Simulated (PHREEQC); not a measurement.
Consider water at 25 °C with 0.023 mol MnSO4 and 0.00023 mol Ca(NO3)2 per kg of water. Closed to the air; pH follows from the charge balance.

The numbers come from PHREEQC with the ion-association model, wateq4f.dat.

Question: The ionic strength comes out as 0.0606 mol/kgw. What activity coefficients do NO3-, Mn+2, Ca+2, SO4-2 get?

Answer: NO3- 0.79, Mn+2 0.46, Ca+2 0.45, SO4-2 0.44.

No solid was allowed to form. Complexes and solids missing from the database can't appear.
